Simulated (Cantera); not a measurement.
A closed system holds: 1 mol CH₂F₂, 0.22 mol H₂, held at 2902 °C and 14.0 Pa.

Cantera equilibrium calculation (NASA polynomials, part measured and part estimated; ideal gas, pure solids and liquids). Candidate condensed phases: C, C₆H₆, C₇H₈, C₈H₁₈; 95 gas species. Rates play no part.

Base state: H 0.441, F 0.350, C 0.148, HF 0.0376, C₂ 0.00980, C₃ 0.00791, CF 0.00484, H₂ 0.000395 (mole fractions); condensed: gas only.

### Question
What changes in the equilibrium state with this change: pressure from 14.0 Pa to 66.0 Pa?

### Answer
```tsv
species	before	after
H	0.441	0.410
F	0.350	0.302
HF	0.0376	0.142
C	0.148	0.0849
C₃	0.00791	0.0332
CF	0.00484	0.0113
C₂	0.00980	0.0152
C₅	1.72e-6	5.27e-5
C₄	3.65e-6	4.13e-5
CF₂	3.90e-6	3.69e-5
C₂H	6.94e-5	0.000471
```

### Question
What changes in the equilibrium state with this change: temperature from 2902 °C to 2102 °C?

### Answer
```json
[
 {"species": "HF", "before": "0.0376", "after": "0.813"},
 {"species": "H", "before": "0.441", "after": "0.157"},
 {"species": "H₂", "before": "0.000395", "after": "0.0174"},
 {"species": "F", "before": "0.350", "after": "0.0109"},
 {"species": "C", "before": "0.148", "after": "0.000195"},
 {"species": "C₂H₂ (acetylene)", "before": "2.86e-7", "after": "0.000108"},
 {"species": "C₂", "before": "0.00980", "after": "4.11e-5"},
 {"species": "C(graphite), mol", "before": "0", "after": "0.995"}
]
```
